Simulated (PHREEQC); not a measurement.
PHREEQC input (ion-association model, wateq4f.dat):

```
SOLUTION_MASTER_SPECIES
  An  An-  0  An  62.0  # stands for a non-complexing anion
SOLUTION_SPECIES
  An- = An-
    -log_k 0
    -gamma 3.0 0
  SO4-2 + 10H+ + 8e- = H2S + 4H2O  # shut off: sulfate is not reduced
    -log_k -100
    -delta_h 0
    -analytic -100
PHASES
  Fix_H+
    H+ = H+
    -log_k 0
SOLUTION 1
  temp 25
  units mmol/kgw
  pH 7 charge
  Cl 1.42
  Mn(2) 0.71
  S(6) 0.011
  Ag 0.022
  Na 100
  An 100
END
SELECTED_OUTPUT 1
  -reset false
  -pH true
  -pe true
  -ionic_strength true
  -water true
  -totals Ag Cl Mn Na S Mn(2) Mn(3) Mn(6) Mn(7) S(-2)
    S(6)
  -molalities Hfo_wOH Hfo_wOH2+ Hfo_wO- Hfo_sOH Hfo_sOH2+ Hfo_sO- Hfo_sOAg Hfo_wOAg Hfo_sOMn+ Hfo_wOMn+
    Hfo_wSO4- Hfo_wOHSO4-2
  -saturation_indices Pyrochroite Cerargyrite Ag2O Ag2SO4 Halite Mirabilite
USER_PUNCH 1
  -headings sigma psi
  10 PUNCH EDL("sigma", "Hfo"), EDL("psi", "Hfo")
PRINT
  -reset false
USE solution 1
SURFACE 1
  Hfo_wOH 0.00966292 600 4.3
  Hfo_sOH 0.000241573
EQUILIBRIUM_PHASES 1
  Fix_H+ -3 HAn 10
    -force_equality true
END
# ... the last block is repeated for the other 16 points of pH, with NaOH or the acid as the point needs
```

Selected output (columns that matter, 17 of 17 rows; pH added in front):

```
pH	mu	Ag	Cl	Mn	Na	S	m_Hfo_wOH	si_Pyrochroite	si_Cerargyrite	si_Ag2O	si_Halite	si_Mirabilite	sigma	psi
3	0.1082	2.1999e-05	0.00142	0.00071	0.1	9.762e-09	0.00017298	-12.76	1.5763	-16.983	-5.6641	-9.6652	0.36296	0.15092
3.38	0.10738	2.1997e-05	0.00142	0.00070999	0.1	1.0081e-08	0.00039002	-11.999	1.5764	-16.223	-5.6636	-9.6403	0.3546	0.14993
3.75	0.10688	2.1986e-05	0.00142	0.00070996	0.1	1.1401e-08	0.0008012	-11.258	1.5763	-15.484	-5.6632	-9.582	0.33871	0.1477
4.12	0.1064	2.1941e-05	0.00142	0.00070979	0.1	1.4592e-08	0.001481	-10.518	1.5755	-14.746	-5.6629	-9.4722	0.31225	0.14367
4.5	0.10584	2.177e-05	0.00142	0.00070895	0.1	2.2113e-08	0.0024381	-9.7578	1.5722	-13.993	-5.6624	-9.2899	0.27453	0.13724
4.88	0.10522	2.1236e-05	0.00142	0.00070499	0.1	3.9837e-08	0.0035249	-8.9995	1.5615	-13.255	-5.6619	-9.0327	0.23072	0.12856
5.25	0.10459	1.9973e-05	0.00142	0.00068933	0.1	8.2004e-08	0.0045561	-8.2685	1.5351	-12.569	-5.6611	-8.7177	0.18772	0.11829
5.62	0.10392	1.7961e-05	0.00142	0.0006423	0.1	1.8916e-07	0.0054602	-7.5584	1.4893	-11.922	-5.6602	-8.3529	0.14837	0.10666
6	0.1032	1.6391e-05	0.00142	0.00055791	0.1	4.8359e-07	0.0062053	-6.8587	1.4498	-11.242	-5.6593	-7.9431	0.11363	0.09368
6.38	0.10254	1.6279e-05	0.00142	0.00046728	0.1	1.2876e-06	0.0067323	-6.1749	1.447	-10.489	-5.6587	-7.5157	0.084701	0.079747
6.75	0.10188	1.6439e-05	0.00142	0.00035001	0.1	3.1351e-06	0.0070236	-5.5597	1.4514	-9.7405	-5.6582	-7.1269	0.0618	0.065531
7.12	0.10114	1.5187e-05	0.00142	0.00018272	0.1	6.1111e-06	0.0071127	-5.1011	1.4172	-9.0702	-5.6572	-6.834	0.043425	0.051005
7.5	0.10113	1.1895e-05	0.00142	5.83e-05	0.10057	8.9731e-06	0.0070889	-4.8374	1.3113	-8.5236	-5.6539	-6.6615	0.027468	0.035049
7.88	0.10128	7.6258e-06	0.00142	1.3873e-05	0.10105	1.0402e-05	0.0070331	-4.7013	1.1185	-8.1511	-5.651	-6.5934	0.013142	0.017732
8.25	0.10145	4.1692e-06	0.00142	3.1047e-06	0.10143	1.0845e-05	0.0069559	-4.6123	0.8564	-7.9366	-5.6488	-6.5725	0.00010805	0.00014858
8.62	0.10162	2.0395e-06	0.00142	6.8274e-07	0.10179	1.0961e-05	0.0068451	-4.5316	0.546	-7.8183	-5.6469	-6.5654	-0.013039	-0.01757
9	0.10183	9.2333e-07	0.0014199	1.4694e-07	0.1022	1.099e-05	0.0066784	-4.4422	0.2018	-7.747	-5.6451	-6.5614	-0.027934	-0.035456
```

Along this series the solution becomes supersaturated in solids that the run did not let form, among them Cerargyrite. Complexes and solids missing from the database can't appear. The oxide is taken as insoluble; below pH 4 it would dissolve.
